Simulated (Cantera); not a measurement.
A closed system holds: 1 mol SiCl₄, 0.75 mol NO, 97 mol N₂, equilibrated at 477 °C and 20.3 Torr.

Cantera equilibrium calculation (NASA polynomials, part measured and part estimated; ideal gas, pure solids and liquids). Candidate condensed phases: Si, SiO₂, Si₂N₂O, Si₃N₄; 23 gas species. The numbers say what is thermodynamically allowed, not how fast it happens.

Base state: N₂ 0.986, Cl₂ 0.00759, SiCl₄ 0.00633 (mole fractions); condensed: SiO₂(α-quartz).

What changes in the equilibrium state with this change: temperature from 477 °C to 902 °C?


```tsv
species	before	after
N₂	0.986	0.985
Cl₂	0.00759	0.00669
SiCl₄	0.00633	0.00632
Cl	1.44e-6	0.00180
SiO₂(α-quartz), mol	0.375	0
SiO₂(β-quartz), mol	0	0.375
```
The tables hold silica as quartz up to 1696 K and as liquid above; real silica turns to tridymite and cristobalite and melts near 1996 K.
